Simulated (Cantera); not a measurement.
Charge: 1 mol Ti(OiPr)4, 0.14 mol O2, equilibrated at 1398 K.

These are equilibrium values from Cantera (NASA tables, ideal gas, pure condensed phases), not measurements of a reactor. Candidate condensed phases: C, C6H6, C7H8, C8H18, H2O, Ti, TiC, TiO, TiO2, Ti2O3, Ti3O5, Ti4O7; 113 gas species. The feed counts by its element totals alone. TiC: taken at fixed stoichiometry. Equilibrium is a limit: real reactors are often held back by kinetics, nucleation or transport.

Which condensed phases are stable at each of these points (P (Pa)): 10, 63, 400, 2500, 16000, 100000?


```json
[
 {"P (Pa)": "10", "condensed phases": "C(graphite) + TiC(s)", "Ti condensed (%)": "100.0"},
 {"P (Pa)": "63", "condensed phases": "C(graphite) + TiC(s)", "Ti condensed (%)": "100.0"},
 {"P (Pa)": "400", "condensed phases": "C(graphite) + TiC(s)", "Ti condensed (%)": "100.0"},
 {"P (Pa)": "2500", "condensed phases": "C(graphite) + TiC(s)", "Ti condensed (%)": "100.0"},
 {"P (Pa)": "16000", "condensed phases": "C(graphite) + TiC(s)", "Ti condensed (%)": "100.0"},
 {"P (Pa)": "100000", "condensed phases": "C(graphite) + Ti3O5(s)", "Ti condensed (%)": "100.0"}
]
```

From 0.000100 bar to 0.160 bar the condensed part is C(graphite) + TiC(s). At 1.00 bar the condensed part is C(graphite) + Ti3O5(s).
